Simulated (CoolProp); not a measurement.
Vapour-liquid equilibrium of propylene (1) + R125 (2) at 205.3 K; x and y are mole fractions of (1).

The numbers come from the multi-fluid Helmholtz-energy mixture model, Lemmon 2013 and Lemmon 2005; pair parameters Bell 2016 in CoolProp.

```csv
x,bubble pressure (kPa),y at the bubble point,dew pressure at overall composition x (kPa),liquid density (mol/L)
0.05,[?],0.162,35.73,[?]
0.15,45.26,[?],38.78,13.35
0.25,48.38,[?],42.23,13.48
0.35,49.88,0.467,45.97,13.63
0.45,50.51,[?],49.44,13.80
0.55,50.62,0.532,50.48,13.98
0.65,50.25,0.565,47.92,14.19
0.75,49.12,0.612,44.39,14.42
0.85,46.52,0.691,40.94,14.67
0.95,41.00,0.848,37.82,14.94
```

### Question
Complete the blanks.

### Answer

- 0.05, bubble pressure (kPa): 39.17
- 0.05, liquid density (mol/L): 13.24
- 0.15, y at the bubble point: 0.331
- 0.25, y at the bubble point: 0.416
- 0.45, y at the bubble point: 0.502

y crosses x between x = 0.45 and 0.55: the model has an azeotrope there.

Pair parameters are fitted to limited data, so mixtures are less certain than the pure fluids.
